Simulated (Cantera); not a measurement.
An adiabatic, constant-pressure homogeneous reactor starts with CH₃OH : O₂ : N₂ = 1 : 0.882 : 3.32 (molar parts), at 1425 K and 1000000 Pa. Integrator tolerance rtol = 1e-08.

Detailed kinetics in Cantera: GRI-Mech 3.0 (53 species, 325 reactions). GRI-Mech 3.0 was tuned for natural gas; its chemistry of methanol as a main component is partial and can be far from experiment.

Problem. What does this change do: initial temperature 1425 to 1025 K?

Solution. 
```tsv
quantity	before	after
time of steepest temperature rise	58.5 µs	42.4 ms
temperature at 3.00 s	2702 K	2391 K
equilibrium temperature	2702 K	2391 K
x(CH₃OH) at 3.00 s	<1e-12 (gas-phase equilibrium <1e-12)	1.60e-12 (gas-phase equilibrium 1.64e-12)
x(O₂) at 3.00 s	0.000164 (gas-phase equilibrium 0.000164)	8.37e-6 (gas-phase equilibrium 8.37e-6)
x(HO₂) at 3.00 s	2.91e-7 (gas-phase equilibrium 2.91e-7)	1.43e-8 (gas-phase equilibrium 1.43e-8)
x(C₂H₆) at 3.00 s	<1e-12 (gas-phase equilibrium <1e-12)	<1e-12 (gas-phase equilibrium <1e-12)
x(O) at 3.00 s	0.000148 (gas-phase equilibrium 0.000148)	7.61e-6 (gas-phase equilibrium 7.61e-6)
x(C₂H₄) at 3.00 s	<1e-12 (gas-phase equilibrium <1e-12)	<1e-12 (gas-phase equilibrium <1e-12)
```

Problem. What does this change do: 0.32 parts H2 added?

Solution. 
| quantity | before | after |
|---|---|---|
| time of steepest temperature rise | 58.5 µs | 49.8 µs |
| temperature at 3.00 s | 2702 K | 2657 K |
| equilibrium temperature | 2702 K | 2657 K |
| x(CH₃OH) at 3.00 s | <1e-12 (gas-phase equilibrium <1e-12) | 1.92e-12 (gas-phase equilibrium 1.98e-12) |
| x(O₂) at 3.00 s | 0.000164 (gas-phase equilibrium 0.000164) | 5.68e-5 (gas-phase equilibrium 5.68e-5) |
| x(HO₂) at 3.00 s | 2.91e-7 (gas-phase equilibrium 2.91e-7) | 1.19e-7 (gas-phase equilibrium 1.19e-7) |
| x(C₂H₆) at 3.00 s | <1e-12 (gas-phase equilibrium <1e-12) | <1e-12 (gas-phase equilibrium <1e-12) |
| x(O) at 3.00 s | 0.000148 (gas-phase equilibrium 0.000148) | 7.18e-5 (gas-phase equilibrium 7.18e-5) |
| x(C₂H₄) at 3.00 s | <1e-12 (gas-phase equilibrium <1e-12) | <1e-12 (gas-phase equilibrium <1e-12) |
